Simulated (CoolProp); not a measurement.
Vapour-liquid equilibrium of R13 (1) + n-butane (2) at 0.053 MPa; x and y are mole fractions of (1).

Values from CoolProp's multi-fluid Helmholtz-energy mixture model, Platzer 1990 and Bücker 2006; pair parameters Bell 2016. This equation is an older, rougher fit; its heat capacities, sound speeds and derivatives of the liquid may be far off and weren't checked against measurements.

```
x     bubble temperature (°C)  y at the bubble point  dew temperature at overall composition x (°C)  liquid density (mol/L)
----  -----------------------  ---------------------  ---------------------------------------------  ----------------------
0.05                    -51.2                  0.837                                          -17.6                   11.34
0.15                    -72.7                  0.966                                          -20.1                   11.95
0.25                    -79.9                  0.982                                          -22.8                   12.34
0.35                    -83.4                  0.988                                          -25.9                   12.68
0.45                    -85.4                  0.990                                          -29.3                   13.00
0.55                    -86.8                  0.992                                          -33.3                   13.32
0.65                    -88.0                  0.994                                          -38.0                   13.65
0.75                    -89.2                  0.995                                          -44.0                   14.00
0.85                    -90.5                  0.997                                          -52.5                   14.36
0.95                    -91.9                  0.999                                          -68.1                   14.75
```

No azeotrope shows between x = 0.05 and 0.95.

Pair parameters are fitted to limited data, so mixtures are less certain than the pure fluids. With so large a gap from Raoult's law the liquid may split in two, which this calculation doesn't test in full.
